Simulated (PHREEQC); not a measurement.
Make-up at 23 °C: 0.0027 mol H2SO4, 7.5e-05 mol H4SiO4 and 0.041 mol H3BO3 per kg of water. Closed to the air; pH follows from the charge balance.

The numbers come from PHREEQC with the ion-association model, phreeqc.dat.

Task: The ionic strength comes out as 0.00680 mol/kgw. What activity coefficients do SO4-2, HSO4-, H+ get?

Result: SO4-2 0.71, HSO4- 0.92, H+ 0.92.

No solid was allowed to form. Complexes and solids missing from the database can't appear.
